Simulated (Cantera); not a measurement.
An adiabatic, constant-volume homogeneous reactor starts with CH₄ : H₂ : O₂ : N₂ = 1 : 0.87 : 5.53 : 20.8 (molar parts), equivalence ratio 0.44, at 1350 K and 5.00 bar. Integrator tolerance rtol = 1e-08.

Computed with Cantera and GRI-Mech 3.0 (53 species, 325 reactions).

Q: What does this change do: 0.03 parts C2H6 added?

A: 
| quantity | before | after |
|---|---|---|
| time of steepest temperature rise | 73.5 µs | 69.7 µs |
| temperature at 0.300 s | 2465 K | 2499 K |
| equilibrium temperature | 2465 K | 2499 K |
| x(CH₄) at 0.300 s | <1e-12 (gas-phase equilibrium <1e-12) | <1e-12 (gas-phase equilibrium <1e-12) |
| x(H₂) at 0.300 s | 0.000522 (gas-phase equilibrium 0.000522) | 0.000640 (gas-phase equilibrium 0.000640) |
| x(O₂) at 0.300 s | 0.102 (gas-phase equilibrium 0.102) | 0.0981 (gas-phase equilibrium 0.0981) |
| x(HCO) at 0.300 s | 2.48e-10 (gas-phase equilibrium 2.48e-10) | 3.90e-10 (gas-phase equilibrium 3.90e-10) |
| x(CH₂O) at 0.300 s | 2.10e-12 (gas-phase equilibrium 2.10e-12) | 3.34e-12 (gas-phase equilibrium 3.34e-12) |
